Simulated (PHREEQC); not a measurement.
Synthetic water in mg/kgw, 25 °C, pH 6.72, pe 9.7:

| constituent | mg/kgw |
|---|---|
| Na | 0.23 |
| K | 0.00568 |
| Ca | 0.222 |
| Mg | 0.114 |
| Cl | 0.281 |
| S(6) as SO4 | 0.311 |
| Alkalinity as HCO3 | 0.961 |
| Ni | 0.0167 |

Cl is adjusted to close the charge balance.
Valence states are taken as typed.

Equilibrium calculation in PHREEQC: ion-association model, wateq4f.dat.

| Property | Value |
|---|---|
| ionic strength | 4.51e-5 mol/kgw |

| species | molality | activity | log γ |
|---|---|---|---|
| HCO3- | 1.59e-5 | 1.57e-5 | -0.003 |
| Na+ | 1.00e-5 | 9.93e-6 | -0.003 |
| Cl- | 8.95e-6 | 8.88e-6 | -0.003 |
| CO2 | 6.74e-6 | 6.74e-6 | 0.000 |
| Ca+2 | 5.53e-6 | 5.37e-6 | -0.014 |
| Mg+2 | 4.69e-6 | 4.54e-6 | -0.014 |
| SO4-2 | 3.23e-6 | 3.13e-6 | -0.014 |
| Ni+2 | 2.76e-7 | 2.67e-7 | -0.014 |
| H+ | 1.92e-7 | 1.90e-7 | -0.003 |

This is a speciation only: nothing precipitates in the calculation.
